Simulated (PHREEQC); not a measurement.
Make-up at 62 °C: 0.00018 mol FeCl2 per kg of water. Closed to the air; pH follows from the charge balance.

All values are PHREEQC results (ion-association model, wateq4f.dat), not measurements.

```json
{
 "pH": "6.08",
 "ionic_strength": "0.000539 mol/kgw"
}
```

```csv
species,molality,activity,log γ
Cl-,0.000360,0.000350,-0.012
Fe+2,0.000179,0.000160,-0.049
H+,8.58e-7,8.35e-7,-0.012
FeOH+,7.30e-7,7.10e-7,-0.012
OH-,1.27e-7,1.24e-7,-0.012
FeCl+,7.96e-8,7.74e-8,-0.012
```

Precipitation was switched off in this run. Species that the database lacks are ignored. Constants without temperature data keep their 25 °C values here.
